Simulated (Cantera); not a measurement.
A closed system holds: 1 mol FeS, 0.64 mol H2S, 0.13 mol H2O, held at 1125 K and 860000 Pa.

Method: chemical equilibrium by Gibbs-energy minimisation in Cantera with the NASA 1993 tables (ideal gas, pure condensed phases). Candidate condensed phases: Fe, FeO, Fe(OH)2, Fe(OH)3, FeS, FeSO4, FeS2, Fe2O3, Fe2(SO4)3, Fe3O4, H2O, H2SO4, S; 22 gas species. FeS: taken at fixed stoichiometry. Gases not in the tables: S3 to S7. Rates play no part.

Base state: H2S 0.769, H2O 0.165, H2 0.0437, S2 0.0217, SH 6.84e-5, SO2 3.92e-5, S2O 3.36e-5 (mole fractions); condensed: FeS(s).

Q: What changes in the equilibrium state with this change: pressure from 860000 Pa to 1330 Pa?

A: 
```json
[
 {"species": "H2S", "before": "0.769", "after": "0.455"},
 {"species": "H2", "before": "0.0437", "after": "0.266"},
 {"species": "H2O", "before": "0.165", "after": "0.146"},
 {"species": "S2", "before": "0.0217", "after": "0.133"},
 {"species": "SH", "before": "6.84e-5", "after": "0.000416"},
 {"species": "SO2", "before": "3.92e-5", "after": "5.22e-5"},
 {"species": "S2O", "before": "3.36e-5", "after": "2.99e-5"},
 {"species": "FeS(s), mol", "before": "1.00", "after": "1.00"}
]
```
